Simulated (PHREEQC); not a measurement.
Model water analysis in mg/kgw, 25 °C, pH 3.41, pe 9.8:

```json
[
 {"constituent": "Na", "mg/kgw": "40.2"},
 {"constituent": "K", "mg/kgw": "2.02"},
 {"constituent": "Ca", "mg/kgw": "84.7"},
 {"constituent": "Mg", "mg/kgw": "20.1"},
 {"constituent": "Cl", "mg/kgw": "62.3"},
 {"constituent": "S(6) as SO4", "mg/kgw": "1080"},
 {"constituent": "Cd", "mg/kgw": "3.14"},
 {"constituent": "Fe(3)", "mg/kgw": "14.6"},
 {"constituent": "Li", "mg/kgw": "0.133"}
]
```

Valence states are taken as typed.

Equilibrium calculation in PHREEQC: ion-association model, wateq4f.dat.

### Question
The ionic strength comes out as 0.0253 mol/kgw. What activity coefficients do H+, Na+, CdCl+, FeOH+2, Cl- get?

### Answer
H+ 0.88, Na+ 0.86, CdCl+ 0.86, FeOH+2 0.55, Cl- 0.86.

This is a speciation only: nothing precipitates in the calculation. Examples of supersaturated solids here: Jarosite-K, Jarosite-Na. Others may be too.
